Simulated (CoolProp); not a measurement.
Vapour-liquid equilibrium of hydrogen chloride (1) + propane (2) at 194 K; x and y are mole fractions of (1).

Computed with CoolProp (multi-fluid Helmholtz-energy mixture model, Thol 2018 and Lemmon 2009; pair parameters Bell 2016).

```
x      bubble pressure (bar)  y at the bubble point  dew pressure at overall composition x (bar)  liquid density (mol/L)
-----  ---------------------  ---------------------  -------------------------------------------  ----------------------
0.05                  0.3721                  0.642                                       0.1451                     ___
0.125                 0.6565                  0.808                                       0.1573                   15.20
0.2                   0.8649                  0.862                                       0.1717                   15.94
0.275                  1.009                  0.887                                       0.1890                   16.75
0.35                   1.103                  0.901                                       0.2102                   17.64
0.425                  1.162                  0.909                                       0.2367                   18.62
0.5                    1.198                  0.914                                       0.2707                   19.71
0.575                  1.222                  0.918                                       0.3161                   20.94
0.65                   1.242                    ___                                       0.3797                   22.33
0.725                    ___                  0.927                                       0.4749                   23.90
0.8                    1.292                  0.935                                       0.6325                   25.71
0.875                  1.327                  0.949                                       0.9345                   27.80
0.95                   1.368                  0.974                                          ___                   30.24
```

Question: What belongs in the gaps?

Answer: 
- 0.05, liquid density (mol/L): 14.53
- 0.65, y at the bubble point: 0.922
- 0.725, bubble pressure (bar): 1.264
- 0.95, dew pressure at overall composition x (bar): 1.329

No azeotrope shows between x = 0.05 and 0.95.

Pair parameters are fitted to limited data, so mixtures are less certain than the pure fluids. With so large a gap from Raoult's law the liquid may split in two, which this calculation doesn't test in full.
